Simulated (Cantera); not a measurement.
A Cantera script and its output.

```python
import numpy as np
import cantera as ct

gas = ct.Solution("gri30.yaml")
gas.TPX = 1800, 17, {'C3H8': 1, 'H2': 2.2}
inlet = ct.Reservoir(gas, clone=True)

reactor = ct.IdealGasConstPressureReactor(gas, energy="off", clone=False)
exhaust = ct.Reservoir(gas, clone=True)
tau = [0.42, 0.14, 0.047, 0.016, 0.0054, 0.0018, 0.00061, 0.0002][0]
for a, b in ((inlet, reactor), (reactor, exhaust)):
    ct.MassFlowController(a, b, mdot=lambda t: reactor.mass / tau)
net = ct.ReactorNet([reactor])
show = ['C3H8', 'H2', 'H', 'CH3', 'C2H2', 'C2H6', 'CH2']

rows = []
print(f"{'tau/s':>10s}{'T/K':>9s}" + "".join(f"{s:>11s}" for s in show))
for tau in [0.42, 0.14, 0.047, 0.016, 0.0054, 0.0018, 0.00061, 0.0002]:
    net.initial_time = 0.0
    net.advance(30 * tau)
    before = gas.X
    net.advance(40 * tau)
    drift = np.max(np.abs(gas.X - before) / (gas.X + 1e-9))
    rows.append([gas.T, *gas[show].X, drift])
    print(f"{tau:10.3e}{gas.T:9.1f}" + "".join(f"{x:11.3e}" for x in gas[show].X))
```

Result:

```
     tau/s      T/K       C3H8         H2          H        CH3       C2H2       C2H6        CH2
 4.200e-01   1800.0  1.162e-03  6.503e-01  5.811e-03  2.170e-02  1.898e-01  1.303e-04  3.938e-05
 1.400e-01   1800.0  3.457e-03  6.125e-01  6.282e-03  3.475e-02  1.587e-01  3.003e-04  5.519e-05
 4.700e-02   1800.0  1.031e-02  5.760e-01  6.597e-03  5.410e-02  1.129e-01  6.726e-04  7.757e-05
 1.600e-02   1800.0  3.082e-02  5.536e-01  6.275e-03  7.986e-02  5.693e-02  1.477e-03  1.053e-04
 5.400e-03   1800.0  9.034e-02  5.705e-01  4.610e-03  9.601e-02  1.334e-02  2.739e-03  1.167e-04
 1.800e-03   1800.0  1.978e-01  6.286e-01  2.385e-03  6.726e-02  8.782e-04  2.384e-03  7.024e-05
 6.100e-04   1800.0  2.722e-01  6.679e-01  1.059e-03  2.629e-02  2.282e-05  8.001e-04  1.402e-05
 2.000e-04   1800.0  3.004e-01  6.814e-01  3.748e-04  8.295e-03  4.074e-07  1.355e-04  7.752e-07
```

Detailed kinetics in Cantera: GRI-Mech 3.0 (53 species, 325 reactions). GRI-Mech 3.0 was tuned for natural gas; its chemistry of propane as a main component is partial and can be far from experiment. GRI-Mech 3.0 stops at C3 and has no aromatics, soot or wall deposition, so with more carbon than oxygen in the feed, carbon stays in small species such as C2H2 where larger ones or solid carbon would form. Radical loss at walls, strong at low pressure, is not modelled.
